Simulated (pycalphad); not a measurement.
Source of the numbers: pycalphad with the COST 507 light-alloy database (1999); pressure 1 atm. The database dates from 1999; later assessments differ in places, in temperatures and in the compounds included. Phase fractions are per mole of atoms. Diffusion is slow at the low end, where real alloys seldom reach equilibrium.

Give the equilibrium state of Hf-0.4855C (wt.%) at 1300 K.

HCP_A3, fraction 0.920, with 0.29 C wt.%; FCC_A1, fraction 0.080, with 3.8 C wt.%.

Give the equilibrium state of Hf-0.4855C (wt.%) at 2700 K.

LIQUID, fraction 0.986, with 0.46 C wt.%; FCC_A1, fraction 0.014, with 3.3 C wt.%.

FCC_A1 is fcc; HCP_A3 is hcp. The fcc model also describes the rock-salt carbide or nitride (TiC, TiN, HfC).
